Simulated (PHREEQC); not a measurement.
PHREEQC input (ion-association model, wateq4f.dat):

```
SOLUTION_MASTER_SPECIES
  An  An-  0  An  62.0  # stands for a non-complexing anion
SOLUTION_SPECIES
  An- = An-
    -log_k 0
    -gamma 3.0 0
PHASES
  Fix_H+
    H+ = H+
    -log_k 0
SOLUTION 1
  temp 25
  units mmol/kgw
  pH 7 charge
  F 0.11
  Na 5.11
  Cl 0.64
  Sr 0.32
  An 5
END
SELECTED_OUTPUT 1
  -reset false
  -pH true
  -pe true
  -ionic_strength true
  -water true
  -totals Cl F Na Sr
  -molalities Hfo_wOH Hfo_wOH2+ Hfo_wO- Hfo_sOH Hfo_sOH2+ Hfo_sO- Hfo_sOHSr+2 Hfo_wOSr+ Hfo_wOSrOH Hfo_wF
    Hfo_wOHF-
  -saturation_indices SrF2 Halite
USER_PUNCH 1
  -headings sigma psi
  10 PUNCH EDL("sigma", "Hfo"), EDL("psi", "Hfo")
PRINT
  -reset false
USE solution 1
SURFACE 1
  Hfo_wOH 0.000629213 600 0.28
  Hfo_sOH 1.57303e-05
EQUILIBRIUM_PHASES 1
  Fix_H+ -3 HAn 10
    -force_equality true
  O2(g) -0.68 10
END
# ... the last block is repeated for the other 16 points of pH, with NaOH or the acid as the point needs
```

Selected output (columns that matter, 17 of 17 rows; pH added in front):

```
pH	mu	Cl	F	Na	Sr	m_Hfo_wOH	m_Hfo_wOH2+	m_Hfo_wO-	m_Hfo_sOH	m_Hfo_sOH2+	m_Hfo_sO-	si_Halite	sigma	psi
3	0.0073822	0.00064	6.8421e-06	0.00511	0.00032	6.4237e-05	0.00046161	2.0478e-07	1.9208e-06	1.3803e-05	6.1234e-09	-7.146	0.26244	0.20311
3.5	0.006597	0.00064	5.3613e-06	0.00511	0.00032	0.00012839	0.00039522	9.5552e-07	3.8501e-06	1.1852e-05	2.8653e-08	-7.1421	0.21313	0.19532
4	0.0063181	0.00064	6.6032e-06	0.00511	0.00032	0.00019889	0.00032413	2.7959e-06	5.95e-06	9.6965e-06	8.3642e-08	-7.1407	0.16115	0.18208
4.5	0.0062044	0.00064	1.0549e-05	0.00511	0.00032	0.00026356	0.00026008	6.1185e-06	7.8257e-06	7.7225e-06	1.8167e-07	-7.1401	0.11531	0.16539
5	0.0061498	0.00064	1.8704e-05	0.00511	0.00032	0.00031891	0.0002078	1.1212e-05	9.3243e-06	6.0757e-06	3.2782e-07	-7.1398	0.07931	0.14647
5.5	0.0061195	0.00064	3.2879e-05	0.00511	0.00031999	0.0003671	0.00016645	1.8548e-05	1.045e-05	4.7384e-06	5.2801e-07	-7.1396	0.053119	0.12621
6	0.0061011	0.00064	5.2859e-05	0.00511	0.00031993	0.00040968	0.00013361	2.8778e-05	1.1212e-05	3.6565e-06	7.8756e-07	-7.1395	0.034835	0.1051
6.5	0.0060881	0.00064	7.4615e-05	0.00511	0.00031957	0.0004439	0.00010821	4.1714e-05	1.1442e-05	2.7893e-06	1.0752e-06	-7.1395	0.022109	0.082996
7	0.0060743	0.00064	9.2067e-05	0.00511	0.00031765	0.00046621	8.925e-05	5.579e-05	1.0225e-05	1.9575e-06	1.2236e-06	-7.1394	0.013158	0.059628
7.5	0.0060503	0.00064	0.00010216	0.00511	0.00031152	0.0004768	7.3328e-05	7.1023e-05	5.7364e-06	8.8221e-07	8.5448e-07	-7.1393	0.0068574	0.035675
8	0.0060504	0.00064	0.00010694	0.0051362	0.00030427	0.0004778	6.1556e-05	8.4962e-05	1.4079e-06	1.8138e-07	2.5035e-07	-7.1371	0.0019045	0.010647
8.5	0.0060446	0.00064	0.00010887	0.0051762	0.00029029	0.00046493	5.0171e-05	9.8699e-05	2.3349e-07	2.5196e-08	4.9568e-08	-7.1337	-0.002586	-0.014379
9	0.0060047	0.00064	0.00010952	0.0052924	0.00023933	0.00040209	2.7651e-05	0.00013395	7.0622e-08	4.8565e-09	2.3526e-08	-7.1238	-0.0061161	-0.032381
9.5	0.005952	0.00064	0.00010978	0.0054771	0.00016086	0.00027907	9.0391e-06	0.00019738	4.7361e-08	1.534e-09	3.3498e-08	-7.1086	-0.0083977	-0.042616
10	0.0059621	0.00063999	0.00010991	0.0056876	9.4651e-05	0.00015863	2.2297e-06	0.00025853	4.2675e-08	5.9986e-10	6.9551e-08	-7.0923	-0.010474	-0.050748
10.5	0.0061579	0.00063999	0.00010997	0.0060116	5.2643e-05	7.8691e-05	4.7574e-07	0.00029818	4.1473e-08	2.5073e-10	1.5715e-07	-7.0693	-0.012944	-0.05865
11	0.0068863	0.00063999	0.00010999	0.0068156	2.8536e-05	3.6126e-05	9.436e-08	0.00031684	4.1218e-08	1.0766e-10	3.6151e-07	-7.0185	-0.016486	-0.066667
```

The oxide is taken as insoluble; below pH 4 it would dissolve.
